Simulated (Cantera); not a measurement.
A perfectly stirred reactor is fed with NO : N2 = 1 : 0.95 (molar parts), at 94000 Pa; it is held at 1675 K, and followed from long to short residence time.

Cantera simulation using GRI-Mech 3.0 (53 species, 325 reactions); the numbers are that mechanism's predictions, not measurements.

Problem. What does this change do: temperature 1675 to 1775 K?

Solution. 
| quantity | before | after |
|---|---|---|
| x(NO) at τ = 0.360 s | 0.501 | 0.482 |
| x(NO2) at τ = 0.360 s | 0.000343 | 0.000376 |
| x(N2O) at τ = 0.360 s | 9.49e-5 | 9.45e-5 |
| x(N2) at τ = 0.360 s | 0.493 | 0.503 |
| x(O) at τ = 0.360 s | 3.70e-6 | 1.46e-5 |
| x(NO) at τ = 9.80 ms | 0.512 | 0.512 |
| x(NO2) at τ = 9.80 ms | 0.000142 | 0.000178 |
| x(N2O) at τ = 9.80 ms | 6.33e-5 | 8.73e-5 |
| x(N2) at τ = 9.80 ms | 0.487 | 0.488 |
| x(O) at τ = 9.80 ms | 1.69e-6 | 7.06e-6 |
